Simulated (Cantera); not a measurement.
An adiabatic, constant-pressure homogeneous reactor starts with CH₄ : O₂ : N₂ = 1 : 2.15 : 8.09 (molar parts), equivalence ratio 0.93, at 1200 K and 0.829 atm.

Model: GRI-Mech 3.0 (53 species, 325 reactions), integrated in Cantera.

Question: Predict: time of steepest temperature rise; temperature at 0.300 s; equilibrium temperature; x(O₂) at 0.300 s; x(N₂O) at 0.300 s.

Answer: 
```
Item                                                                 Value
---------------------------------  ---------------------------------------
time of steepest temperature rise                                  51.3 ms
temperature at 0.300 s                                              2587 K
equilibrium temperature                                             2587 K
x(O₂) at 0.300 s                     0.0225 (gas-phase equilibrium 0.0225)
x(N₂O) at 0.300 s                  3.94e-7 (gas-phase equilibrium 3.94e-7)
```
